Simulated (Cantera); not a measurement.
An adiabatic, constant-pressure homogeneous reactor starts with CH4 : H2 : O2 : N2 = 1 : 0.24 : 4.42 : 16.6 (molar parts), at 1325 K and 3830 Torr. Integrator tolerance rtol = 1e-08.

Computed with Cantera and GRI-Mech 3.0 (53 species, 325 reactions).

### Question
What does this change do: 1.8 parts CO2 added?

### Answer
| quantity | before | after |
|---|---|---|
| time of steepest temperature rise | 0.392 ms | 0.442 ms |
| temperature at 3.00 s | 2292 K | 2195 K |
| equilibrium temperature | 2292 K | 2195 K |
| x(CH4) at 3.00 s | <1e-12 (gas-phase equilibrium <1e-12) | <1e-12 (gas-phase equilibrium <1e-12) |
| x(H2) at 3.00 s | 0.000279 (gas-phase equilibrium 0.000279) | 0.000149 (gas-phase equilibrium 0.000149) |
| x(O2) at 3.00 s | 0.0977 (gas-phase equilibrium 0.0977) | 0.0918 (gas-phase equilibrium 0.0918) |
| x(O) at 3.00 s | 0.000659 (gas-phase equilibrium 0.000659) | 0.000353 (gas-phase equilibrium 0.000353) |
| x(H2O) at 3.00 s | 0.0987 (gas-phase equilibrium 0.0987) | 0.0920 (gas-phase equilibrium 0.0920) |
| x(NO) at 3.00 s | 0.0103 (gas-phase equilibrium 0.0103) | 0.00774 (gas-phase equilibrium 0.00774) |

### Question
What does this change do: O2 4.42 to 2.7 parts?

### Answer
```tsv
quantity	before	after
time of steepest temperature rise	0.392 ms	0.731 ms
temperature at 3.00 s	2292 K	2367 K
equilibrium temperature	2292 K	2367 K
x(CH4) at 3.00 s	<1e-12 (gas-phase equilibrium <1e-12)	<1e-12 (gas-phase equilibrium <1e-12)
x(H2) at 3.00 s	0.000279 (gas-phase equilibrium 0.000279)	0.000895 (gas-phase equilibrium 0.000895)
x(O2) at 3.00 s	0.0977 (gas-phase equilibrium 0.0977)	0.0256 (gas-phase equilibrium 0.0256)
x(O) at 3.00 s	0.000659 (gas-phase equilibrium 0.000659)	0.000517 (gas-phase equilibrium 0.000517)
x(H2O) at 3.00 s	0.0987 (gas-phase equilibrium 0.0987)	0.106 (gas-phase equilibrium 0.106)
x(NO) at 3.00 s	0.0103 (gas-phase equilibrium 0.0103)	0.00637 (gas-phase equilibrium 0.00637)
```
